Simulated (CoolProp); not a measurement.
Vapour-liquid equilibrium of R134a (1) + R1234ze(E) (2) at 1100 kPa; x and y are mole fractions of (1).

Computed with CoolProp (multi-fluid Helmholtz-energy mixture model, Tillner-Roth 1994 and Thol 2016; pair parameters Bell 2022).

```csv
x,bubble temperature (K),y at the bubble point,dew temperature at overall composition x (K),liquid density (mol/L)
0.05,326.1,0.066,326.3,9.369
0.2,323.6,0.246,324.2,9.635
0.35,321.6,0.404,322.3,9.899
0.5,320.0,0.550,320.5,10.17
0.65,318.6,0.688,319.0,10.44
0.8,317.4,0.823,317.6,10.72
0.95,316.4,0.956,316.5,11.01
```

No azeotrope shows between x = 0.05 and 0.95.

The pair parameters rest on a limited set of measurements; away from them the model extrapolates.
